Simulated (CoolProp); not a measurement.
Vapour-liquid equilibrium of R245fa (1) + n-pentane (2) at 354.2 K; x and y are mole fractions of (1).

Computed with CoolProp (multi-fluid Helmholtz-energy mixture model, Akasaka 2015 and Thol 2019; pair parameters Bell 2016).

Problem. Give the bubble pressure and the first vapour's composition at x = 0.15, 0.45, 0.85. Is there an azeotrope?

Solution. x = 0.15: 675.7 kPa, y = 0.466; x = 0.45: 854.1 kPa, y = 0.632; x = 0.85: 885.7 kPa, y = 0.814. y crosses x between x = 0.65 and 0.75: the model has an azeotrope there.

Pair parameters are fitted to limited data, so mixtures are less certain than the pure fluids. With so large a gap from Raoult's law the liquid may split in two, which this calculation doesn't test in full.
